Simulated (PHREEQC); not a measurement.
1 kg of water holding 0.093 mol/kgw NaOH, 0.065 mol/kgw Na2SO4 and 0.088 mol/kgw Na2CO3 is evaporated at 25 °C; the solids stay in contact with the brine. No CO2 enters from the air. The run lets Burkeite, Mirabilite, Nahcolite, Natron, Thenardite, Trona precipitate or redissolve, and no other solid.

Equilibrium calculation in PHREEQC: Pitzer model, pitzer.dat.

```tsv
water left (kg)	ionic strength	water activity	Burkeite (mol)	C in solution (mol/kgw)	S in solution (mol/kgw)
1	0.552	0.991	0	0.0880	0.0650
0.6755	0.817	0.986	0	0.130	0.0962
0.4563	1.21	0.980	0	0.193	0.142
0.3082	1.79	0.971	0	0.285	0.211
0.2082	2.65	0.958	0	0.423	0.312
0.1407	3.92	0.938	0	0.626	0.462
0.1156	4.77	0.924	0	0.761	0.562
0.07809	7.07	0.882	0	1.13	0.832
0.05276	10.5	0.810	0	1.67	1.23
0.03564	11.1	…	0.0172	…	…
0.02407	12.1	0.691	0.0289	2.45	0.295
0.01627	16.1	0.530	0.0322	3.43	0.0324
```

What belongs in the gaps?


- 0.03564, water activity: 0.764
- 0.03564, C in solution (mol/kgw): 1.99
- 0.03564, S in solution (mol/kgw): 0.859
